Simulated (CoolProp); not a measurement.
A simple Rankine cycle with m-xylene: condensing at 332.15 K, boiler at 2.97 MPa, turbine inlet 619 K, turbine efficiency 0.8, pump efficiency 0.8, no recuperator. Each further row changes one setting.

Model: reference Helmholtz-energy equation of state, Zhou 2012, in CoolProp.

```json
[
 {"case": "as stated", "thermal efficiency (%)": "22.4", "net work (kJ/kg)": "185", "heat in (kJ/kg)": "826", "turbine exit temperature (K)": "491.0", "volume ratio over the turbine": "[?]"},
 {"case": "condensing temperature 324.15 K", "thermal efficiency (%)": "23.3", "net work (kJ/kg)": "196", "heat in (kJ/kg)": "[?]", "turbine exit temperature (K)": "[?]", "volume ratio over the turbine": "[?]"},
 {"case": "boiler pressure 2.08 MPa", "thermal efficiency (%)": "[?]", "net work (kJ/kg)": "185", "heat in (kJ/kg)": "[?]", "turbine exit temperature (K)": "508.1", "volume ratio over the turbine": "[?]"},
 {"case": "turbine efficiency 0.7", "thermal efficiency (%)": "19.6", "net work (kJ/kg)": "[?]", "heat in (kJ/kg)": "826", "turbine exit temperature (K)": "503.5", "volume ratio over the turbine": "649"}
]
```

Problem. What belongs in the gaps?

Solution. 
- as stated, volume ratio over the turbine: 633
- condensing temperature 324.15 K, heat in (kJ/kg): 840
- condensing temperature 324.15 K, turbine exit temperature (K): 485.3
- condensing temperature 324.15 K, volume ratio over the turbine: 904
- boiler pressure 2.08 MPa, thermal efficiency (%): 21.6
- boiler pressure 2.08 MPa, heat in (kJ/kg): 858
- boiler pressure 2.08 MPa, volume ratio over the turbine: 361
- turbine efficiency 0.7, net work (kJ/kg): 161
